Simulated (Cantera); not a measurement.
Charge: 1 mol Si, 30 mol HCl, 0.83 mol H2, equilibrated at 1700 K and 54.0 Pa.

Equilibrium computed with Cantera from the NASA thermochemical tables; the gas is ideal and each condensed phase is pure. Candidate condensed phases: Si; 19 gas species. The tables' values for SiCl3, SiCl are old estimates; treat these amounts as uncertain. The numbers say what is thermodynamically allowed, not how fast it happens.

Base state: HCl 0.882, H2 0.0676, SiCl2 0.0300, Cl 0.0167, SiCl3 0.00190, H 0.00165, SiCl4 0.000238, SiCl 1.17e-5 (mole fractions); condensed: gas only.

Question: What changes in the equilibrium state with this change: temperature from 1700 K to 1148.15 K?

Answer: 
```tsv
species	before	after
HCl	0.882	0.872
H2	0.0676	0.0940
SiCl4	0.000238	0.0323
SiCl2	0.0300	0.000272
Cl	0.0167	7.75e-6
SiCl	1.17e-5	<1e-9
H	0.00165	9.48e-7
SiHCl3	3.53e-6	6.98e-5
SiCl3	0.00190	0.000892
```
The tables' values for SiCl3 are old estimates; treat these amounts as uncertain.
